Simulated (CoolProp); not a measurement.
Values from CoolProp's reference Helmholtz-energy equation of state, Eisenbach 2021.

Problem. Give the vapour pressure (bar), vapour density (kg/m³), liquid cp (kJ/(kg K)) of saturated propylene glycol at 566.7 K.

Solution. 
| T (K) | p (bar) | vapour density (kg/m³) | liquid cp (kJ/(kg K)) |
|---|---|---|---|
| 566.7 | 12.9 | 23.9 | 4.04 |
